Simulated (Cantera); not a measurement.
Input: 1 mol Ta2O5, 3.2 mol C, 0.083 mol CO, held at 2098 K and 7000 Pa.

These are equilibrium values from Cantera (NASA tables, ideal gas, pure condensed phases), not measurements of a reactor. Candidate condensed phases: C, Ta, TaC, Ta2O5; 15 gas species. Mutual solubility and eutectic melting of coexisting phases are not modelled. TaC: taken at fixed stoichiometry. Condensed phases not in the tables: Ta2C. Equilibrium is a limit: real reactors are often held back by kinetics, nucleation or transport.

Base state: CO 0.999, CO2 0.000927, TaO2 5.50e-5 (mole fractions); condensed: TaC(s) + Ta2O5(l).

### Question
What changes in the equilibrium state with this change: Ta2O5 replaced by PbO?

### Answer
```tsv
species	before	after
CO	0.999	0.520
Pb	0	0.480
Pb2	0	6.54e-5
CO2	0.000927	3.10e-7
TaO2	5.50e-5	0
TaC(s), mol	0.915	0
Ta2O5(l), mol	0.542	0
C(graphite), mol	0	2.20
```
Further candidate phases: Pb, PbO, PbO2, Pb3O4.
